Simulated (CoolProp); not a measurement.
m-xylene along the isobar 1580 kPa: fugacity coefficient from the reference equation and from simpler models built on Tc = 616.9 K, pc = 3535 kPa, ω = 0.326; each cubic takes its own stable root.

The numbers come from the reference Helmholtz-energy equation of state, Zhou 2012 in CoolProp.

| T (K) | phase | reference |
|---|---|---|
| 535.2 | liquid | 0.6156 |
| 542.2 | liquid | 0.6698 |
| 549.3 | liquid | 0.7269 |
| 556.4 | gas | 0.7742 |
| 563.5 | gas | 0.7842 |
| 570.5 | gas | 0.7934 |
| 577.6 | gas | 0.8021 |
| 584.7 | gas | 0.8102 |
| 591.7 | gas | 0.8178 |
| 598.8 | gas | 0.8250 |
| 605.9 | gas | 0.8318 |
| 612.9 | gas | 0.8381 |
| 620 | gas | 0.8442 |

**Question.** How far does each simpler model (van der Waals, Soave-Redlich-Kwong, Peng-Robinson) lie from the reference over these 13 states: mean and median of the absolute difference, and the worst?

**Answer.** 
- van der Waals: mean 8.9 %, median 5.4 %, worst +32.1 % at 535.2 K and 1580 kPa
- Soave-Redlich-Kwong: mean 1.8 %, median 1.4 %, worst +3.3 % at 535.2 K and 1580 kPa
- Peng-Robinson: mean 0.4 %, median 0.5 %, worst +0.6 % at 535.2 K and 1580 kPa

At some of these states van der Waals gives the other phase, because its saturation line lies elsewhere.
